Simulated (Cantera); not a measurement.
Hydrocarbon pyrolysis for carbon deposition

An isothermal, constant-pressure homogeneous reactor starts with CH4 : N2 = 1 : 7 (molar parts), at 1775 K and 0.133 bar.

Cantera simulation using GRI-Mech 3.0 (53 species, 325 reactions); the numbers are that mechanism's predictions, not measurements. GRI-Mech 3.0 stops at C3 and has no aromatics, soot or wall deposition, so with more carbon than oxygen in the feed, carbon stays in small species such as C2H2 where larger ones or solid carbon would form.

| t (s) | x CH4 | x H2 | x H | x C2H6 | x HCN |
|---|---|---|---|---|---|
| 3.00e-6 | 0.125 | 1.00e-6 | 8.12e-7 | 1.72e-12 | <1e-12 |
| 1.58e-5 | 0.125 | 8.61e-6 | 9.55e-7 | 4.01e-10 | <1e-12 |
| 8.35e-5 | 0.125 | 4.98e-5 | 9.75e-7 | 5.92e-8 | <1e-12 |
| 0.000440 | 0.124 | 0.000315 | 1.56e-6 | 5.10e-6 | 1.71e-11 |
| 0.00232 | 0.116 | 0.00746 | 1.82e-5 | 0.000134 | 4.94e-9 |
| 0.0122 | 0.0540 | 0.0913 | 0.000133 | 5.76e-5 | 4.95e-7 |
| 0.0646 | 0.0120 | 0.150 | 0.000245 | 3.62e-6 | 2.76e-6 |
| 0.341 | 0.00171 | 0.164 | 0.000312 | 9.39e-8 | 6.80e-6 |
| 1.80 | 0.000302 | 0.166 | 0.000325 | 3.41e-9 | 1.12e-5 |
| 9.48 | 0.000148 | 0.166 | 0.000326 | 1.11e-9 | 1.89e-5 |
| 50.0 | 0.000147 | 0.166 | 0.000326 | 1.10e-9 | 5.86e-5 |
x: mole fraction; the columns are a selection and need not sum to one.

Equilibrium at this temperature and pressure: CH4 8.75e-5, H2 0.166, H 0.000326, C2H6 3.88e-10, HCN 0.0725 (gas phase only).
